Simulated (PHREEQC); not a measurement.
Nickel, zinc or cadmium bath: an equilibrium model

Make-up at 25 °C: 120 mmol/kgw NiSO4, 12 mmol/kgw Na2SO4 and 3 mmol/kgw NiCl2. Closed to the air; pH follows from the charge balance.

Equilibrium calculation in PHREEQC: ion-association model, wateq4f.dat.

| Item | Result |
|---|---|
| pH | 6.02 |
| ionic strength | 0.280 mol/kgw |

```
species  molality  activity   log γ
-------  --------  --------  ------
SO4-2      0.0696    0.0180  -0.589
Ni+2       0.0626    0.0183  -0.535
NiSO4      0.0600    0.0640   0.028
Na+        0.0220    0.0160  -0.138
Cl-       0.00575   0.00394  -0.164
NaSO4-    0.00198   0.00144  -0.139
NiCl+    0.000246  0.000181  -0.134
```

Precipitation was switched off in this run. Species that the database lacks are ignored.
